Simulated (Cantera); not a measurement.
A Cantera script and what it prints.

```python
import numpy as np
import cantera as ct

gas_names = """
    AL ALH ALN ALO ALOH ALO2 ALO2H AL2 AL2O AL2O2 H HALO HNO HNO2 HNO3 HO2 H2 H2O H2O2 N NH NH2 NH3
    NH2OH NO NO2 NO3 N2 N2H2 N2H4 N2O O OH O2 O3
""".split()
cond_names = """
    AL(cr) AL(L) ALN(s) AL2O3(a) AL2O3(L) H2O(s) H2O(L)
""".split()


# ... load() reads the species with a 1 bar reference pressure and builds the phases ...
atoms = {
    'AlN': {'AL': 1, 'N': 1},
    'O2': {'O': 2},
    'H2': {'H': 2},
}
top_T = {'ALN(s)': 2750}  # K; cautious upper limits of use, not melting points


# ... equilibrate(T, P, feed) seeds the gas with the atoms and calls Mixture.equilibrate('TP', solver="vcs", rtol=1e-11, max_steps=5000) ...
results = []
T = 2173  # K
P = 58  # Pa
for m in [1, 1.2, 1.3, 1.5, 1.8, 2, 2.3, 2.6, 3, 3.4, 3.9, 4.4, 5.1]:
    feed = {'AlN': 1, 'O2': m, 'H2': 2.5}  # mol
    mix = equilibrate(T, P, feed)
    results.append((T, P, feed, dict(zip(mix.species_names, mix.species_moles))))

top = {s: max(r[3][s] / sum(r[3][g] for g in gas_names) for r in results) for s in gas_names}
cols = sorted((s for s in top if top[s] > 1e-05), key=lambda s: -top[s])[:8]
seen = [c for c in cond_names if any(r[3].get(c, 0) > 1e-12 for r in results)]
print("log10 of partial pressures in bar; condensed amounts in mol")
print(f"{'n(O2)':>10s}" + "".join(f"{s[:9]:>10s}" for s in cols + seen))
for T, P, feed, n in results:
    ng = sum(n[g] for g in gas_names)
    print(f"{feed['O2']:10.4g}" + "".join(f"{np.log10(max(n[s] / ng * P / 1e5, 1e-99)):10.3f}" for s in cols)
          + "".join(f"{n.get(c, 0):10.4g}" for c in seen))
```

Result:

```
log10 of partial pressures in bar; condensed amounts in mol
     n(O2)       H2O        H2        O2        N2         H        OH         O        NO  AL2O3(a)
         1    -4.069    -3.500    -7.172    -4.050    -4.067    -5.509    -6.229    -7.146    0.4998
       1.2    -3.816    -3.597    -6.473    -4.049    -4.115    -5.208    -5.880    -6.796    0.4998
       1.3    -3.731    -3.653    -6.190    -4.048    -4.143    -5.094    -5.738    -6.654    0.4998
       1.5    -3.606    -3.789    -5.667    -4.049    -4.211    -4.901    -5.477    -6.393    0.4998
       1.8    -3.501    -4.047    -4.941    -4.059    -4.340    -4.667    -5.114    -6.035    0.4998
         2    -3.482    -4.212    -4.573    -4.076    -4.423    -4.565    -4.930    -5.859    0.4998
       2.3    -3.493    -4.390    -4.240    -4.109    -4.512    -4.488    -4.763    -5.710    0.4998
       2.6    -3.519    -4.511    -4.051    -4.144    -4.572    -4.453    -4.669    -5.633    0.4998
         3    -3.558    -4.626    -3.898    -4.189    -4.630    -4.435    -4.592    -5.578    0.4998
       3.4    -3.597    -4.714    -3.799    -4.230    -4.674    -4.429    -4.543    -5.550    0.4998
       3.9    -3.642    -4.802    -3.715    -4.277    -4.717    -4.431    -4.501    -5.531    0.4998
       4.4    -3.685    -4.874    -3.656    -4.319    -4.753    -4.437    -4.471    -5.523    0.4998
       5.1    -3.738    -4.957    -3.597    -4.373    -4.795    -4.450    -4.442    -5.520    0.4998
```

These are equilibrium values from Cantera (NASA tables, ideal gas, pure condensed phases), not measurements of a reactor. The tables' values for AlOH are old estimates; treat these amounts as uncertain.
